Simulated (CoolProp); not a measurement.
A Linde-Hampson liquefier for methane: isothermal reversible compression at 290 K from 1 atm to 40 MPa, throttling to 1 atm, return gas leaving the recuperator 5 K below the feed. Each further row changes one setting.

Model: reference Helmholtz-energy equation of state, Setzmann 1991, in CoolProp.

| case | liquid yield per pass | compression work (kJ/kg of gas) |
|---|---|---|
| as stated | … | 840 |
| high pressure 80 MPa | … | … |
| warm-end temperature 320 K | … | … |
| warm-end gap 10 K | … | 840 |

Problem. What belongs in the gaps?

Solution. 
- as stated, liquid yield per pass: 0.258
- high pressure 80 MPa, liquid yield per pass: 0.229
- high pressure 80 MPa, compression work (kJ/kg of gas): 976
- warm-end temperature 320 K, liquid yield per pass: 0.205
- warm-end temperature 320 K, compression work (kJ/kg of gas): 950
- warm-end gap 10 K, liquid yield per pass: 0.249
